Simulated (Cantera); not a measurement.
A perfectly stirred reactor is fed with H2 : O2 = 0.31 : 1 (molar parts), equivalence ratio 0.15, at 1300 Pa; it is held at 1250 K, and followed from long to short residence time.

Model: GRI-Mech 3.0 (53 species, 325 reactions), integrated in Cantera. Radical loss at walls, strong at low pressure, is not modelled. The temperature is held fixed by assumption; the heat of reaction is taken as removed at once.

x: mole fraction; the columns are a selection and need not sum to one.

```csv
τ (s),x H2,x O2,x OH,x H2O,x H
2.6,0.000459,0.729,0.00226,0.266,0.000280
1.1,0.000800,0.727,0.00301,0.265,0.000659
0.50,0.00132,0.725,0.00390,0.263,0.00144
0.22,0.00222,0.721,0.00508,0.260,0.00319
0.096,0.00367,0.714,0.00657,0.254,0.00700
0.042,0.00589,0.702,0.00833,0.243,0.0146
0.019,0.00888,0.687,0.0101,0.228,0.0274
0.0082,0.0129,0.669,0.0118,0.208,0.0459
0.0036,?,0.655,?,?,?
0.0016,?,0.650,0.0145,?,0.0743
0.00069,0.0416,0.656,0.0157,0.150,0.0776
```

**Question.** Some entries are withheld; supply them.

**Answer.** 
- 0.0036, x H2: 0.0180
- 0.0036, x OH: 0.0132
- 0.0036, x H2O: 0.188
- 0.0036, x H: 0.0633
- 0.0016, x H2: 0.0260
- 0.0016, x H2O: 0.170
